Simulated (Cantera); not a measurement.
An isothermal plug-flow reactor at 1300 K and 1.10 bar (inlet), inlet velocity 1.2 m/s, active area per volume 1100 1/m; feed CH4 : O2 : N2 : H2O = 0.0026 : 0.067 : 0.79 : 0.006 (molar parts).

Detailed kinetics in Cantera: Deutschmann's 1995 Pt surface mechanism with GRI-Mech 3.0 gas chemistry. Catalytic surfaces can have several steady states; this one follows from the mechanism file's or the stated starting coverage. Mass transfer to the wall is taken as infinitely fast.

x: gas mole fraction; θ: surface coverage.

```
z (m)       x CH4    x O2    x H2O     x CO2     x CO  θ free Pt   θ O*     θ OH*
-------  --------  ------  -------  --------  -------  ---------  -----  --------
8.2e-05   0.00282  0.0771  0.00728  0.000168  5.94e-6      0.539  0.460  0.000893
0.00016   0.00266  0.0767  0.00760       [?]  5.63e-6      0.539  0.460  0.000911
0.00031   0.00236  0.0762  0.00816  0.000600  5.06e-6      0.540  0.459  0.000943
0.00059   0.00190  0.0753  0.00905   0.00104  4.15e-6      0.540  0.459  0.000991
0.0011    0.00127  0.0741   0.0103   0.00164  2.90e-6      0.541  0.458   0.00105
0.0022   0.000529  0.0726   0.0117   0.00235  1.40e-6      0.542  0.457   0.00112
0.0042   0.000106  0.0718   0.0126   0.00279  4.44e-7      0.542  0.456   0.00116
0.0082        [?]  0.0715   0.0128   0.00293      [?]      0.543  0.456   0.00117
```

Question: Fill in the missing entries.

Answer: 
- 0.00016, x CO2: 0.000324
- 0.0082, x CH4: 4.17e-6
- 0.0082, x CO: 7.74e-8
